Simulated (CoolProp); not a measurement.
R113 along the isotherm 69.75 °C: fugacity coefficient from the reference equation and from simpler models built on Tc = 214.1 °C, pc = 3392 kPa, ω = 0.253; each cubic takes its own stable root.

Values from CoolProp's reference Helmholtz-energy equation of state, Marx 1992.

```json
[
 {"p (kPa)": "188", "phase": "gas", "reference": "0.9418"},
 {"p (kPa)": "377", "phase": "liquid", "reference": "0.5015"},
 {"p (kPa)": "565", "phase": "liquid", "reference": "0.3375"},
 {"p (kPa)": "754", "phase": "liquid", "reference": "0.2551"},
 {"p (kPa)": "942", "phase": "liquid", "reference": "0.2059"},
 {"p (kPa)": "1130", "phase": "liquid", "reference": "0.1731"},
 {"p (kPa)": "1320", "phase": "liquid", "reference": "0.1495"},
 {"p (kPa)": "1510", "phase": "liquid", "reference": "0.1318"},
 {"p (kPa)": "1700", "phase": "liquid", "reference": "0.1181"}
]
```

Q: How far does each simpler model (Redlich-Kwong, Soave-Redlich-Kwong, Peng-Robinson) lie from the reference over these 9 states: mean and median of the absolute difference, and the worst?

A: 
- Redlich-Kwong: mean 46.1 %, median 51.6 %, worst +52.2 % at 69.75 °C and 1700 kPa
- Soave-Redlich-Kwong: mean 0.6 %, median 0.6 %, worst +0.8 % at 69.75 °C and 1700 kPa
- Peng-Robinson: mean 0.5 %, median 0.5 %, worst -0.7 % at 69.75 °C and 1700 kPa
